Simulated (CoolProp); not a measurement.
Vapour-liquid equilibrium of n-heptane (1) + m-xylene (2) at 198.75 °C; x and y are mole fractions of (1).

Model: multi-fluid Helmholtz-energy mixture model, Span 2003 and Zhou 2012; pair parameters Bell 2016, in CoolProp.

Task: Give the bubble pressure and the first vapour's composition at x = 0.35, 0.75, 0.85. Is there an azeotrope?

Result: x = 0.35: 0.6173 MPa, y = 0.535; x = 0.75: 0.8276 MPa, y = 0.843; x = 0.85: 0.8797 MPa, y = 0.907. No azeotrope shows between x = 0.05 and 0.95.

Pair parameters are fitted to limited data, so mixtures are less certain than the pure fluids.
